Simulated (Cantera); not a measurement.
Input: 1 mol Fe2O3, 7.7 mol C, 2.1 mol H2, at 1.33 mbar.

Cantera equilibrium calculation (NASA polynomials, part measured and part estimated; ideal gas, pure solids and liquids). Candidate condensed phases: C, C6H6, C7H8, C8H18, Fe, Fe(CO)5, FeO, Fe(OH)2, Fe(OH)3, Fe2O3, Fe3O4, H2O; 114 gas species. Iron dissolves carbon and melts from about 1420 K in contact with it, which pure phases cannot show. Condensed phases not in the tables: cementite and carbon dissolved in iron. Kinetics and transport are ignored. All values below are at 1423 K.

Base state: CO 0.588, H2 0.412, H 0.000117, Fe 2.00e-5 (mole fractions); condensed: C(graphite) + Fe(γ).

Task: What changes in the equilibrium state with this change: Fe2O3 replaced by MgO?

Result: 
```csv
species,before,after
H2,0.412,0.701
CO,0.588,0.149
Mg,0,0.149
Fe,2.00e-5,0
MgH,0,4.32e-5
H,0.000117,0.000152
"C(graphite), mol",4.70,7.25
"Fe(γ), mol",2.00,0
"MgO(s), mol",0,0.552
```
The tables' values for MgH are old estimates; treat these amounts as uncertain. Further candidate phases: Mg, MgCO3, MgO, Mg(OH)2.
